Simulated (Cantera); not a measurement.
A closed system holds: 1 mol SiCl4, 31 mol NH3, 12 mol H2, held at 927 °C and 0.000880 bar.

These are equilibrium values from Cantera (NASA tables, ideal gas, pure condensed phases), not measurements of a reactor. Candidate condensed phases: NH4Cl, Si, Si3N4; 28 gas species. Equilibrium is a limit: real reactors are often held back by kinetics, nucleation or transport.

**Question.** What is the equilibrium state?

**Answer.** x(H2): 0.750
x(N2): 0.197
x(HCl): 0.0530
x(SiCl2): 2.66e-5
x(H): 5.76e-6
x(SiCl3): 1.37e-6
n(Si3N4(s)): 0.333 mol
gas amount: 75.33 mol
log10 activity of Si(s) (absent): -2.52
